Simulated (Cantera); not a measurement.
Cantera run, input and output.

```python
import numpy as np
import cantera as ct

gas = ct.Solution("SiF4_NH3_mec.yaml", "gas")
gas.TPX = 1700, 30000, {'NH3': 1, 'N2': 16, 'H2': 0.031}
inlet = ct.Reservoir(gas, clone=True)

reactor = ct.IdealGasConstPressureReactor(gas, energy="off", clone=False)
exhaust = ct.Reservoir(gas, clone=True)
tau = [8.2, 2.4, 0.71, 0.21, 0.061, 0.018, 0.0052, 0.0015][0]
for a, b in ((inlet, reactor), (reactor, exhaust)):
    ct.MassFlowController(a, b, mdot=lambda t: reactor.mass / tau)
net = ct.ReactorNet([reactor])
show = ['NH3', 'N2', 'N', 'H2', 'N2H4', 'NH']

rows = []
print(f"{'tau/s':>10s}{'T/K':>9s}" + "".join(f"{s:>11s}" for s in show))
for tau in [8.2, 2.4, 0.71, 0.21, 0.061, 0.018, 0.0052, 0.0015]:
    net.initial_time = 0.0
    net.advance(30 * tau)
    before = gas.X
    net.advance(40 * tau)
    drift = np.max(np.abs(gas.X - before) / (gas.X + 1e-9))
    rows.append([gas.T, *gas[show].X, drift])
    print(f"{tau:10.3e}{gas.T:9.1f}" + "".join(f"{x:11.3e}" for x in gas[show].X))
```

It prints:

```
     tau/s      T/K        NH3         N2          N         H2       N2H4         NH
 8.200e+00   1700.0  2.018e-02  9.235e-01  7.264e-08  5.631e-02  1.297e-09  5.645e-07
 2.400e+00   1700.0  3.510e-02  9.297e-01  7.565e-08  3.520e-02  3.165e-09  7.356e-07
 7.100e-01   1700.0  4.802e-02  9.350e-01  6.114e-08  1.691e-02  5.646e-09  8.063e-07
 2.100e-01   1700.0  5.494e-02  9.379e-01  3.440e-08  7.102e-03  8.029e-09  7.342e-07
 6.100e-02   1700.0  5.760e-02  9.390e-01  1.608e-08  3.343e-03  9.275e-09  5.929e-07
 1.800e-02   1700.0  5.842e-02  9.393e-01  8.362e-09  2.182e-03  7.759e-09  4.436e-07
 5.200e-03   1700.0  5.866e-02  9.394e-01  3.109e-09  1.870e-03  2.937e-09  2.093e-07
 1.500e-03   1700.0  5.870e-02  9.395e-01  3.202e-10  1.827e-03  3.304e-10  3.413e-08
```

Detailed kinetics in Cantera: the gas-phase N/H chemistry of the illustrative SiF4/NH3 mechanism in the Surface Chemkin manual (1991). Walls and surfaces, which speed up NH3 decomposition in real reactors, are not modelled.
